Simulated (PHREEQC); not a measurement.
Consider water at 2.3 °C with 11 mmol/kgw PbCl2, 0.44 mmol/kgw HBF4 and 0.5 mmol/kgw Na2SO4. Closed to the air; pH follows from the charge balance.

Computed with PHREEQC (ion-association model, wateq4f.dat).

Precipitation was switched off in this run.

Q: Estimate the pH, ionic strength.

A: pH 3.06; ionic strength 0.0301 mol/kgw.

Q: In which forms is F present?

A: F- 50 %, HF 37 %, BF4- 5.5 %, PbF+ 4.1 %, BF3OH- 1.5 %, BF2(OH)2- 0.9 % of the F.

The solution is supersaturated, for example in Matlockite, Anglesite, so a real one may precipitate; this is no full list. At this temperature some constants are extrapolated from 25 °C, and those without enthalpy data are left unchanged. Real BF4- forms and hydrolyses slowly; the run takes it at equilibrium.
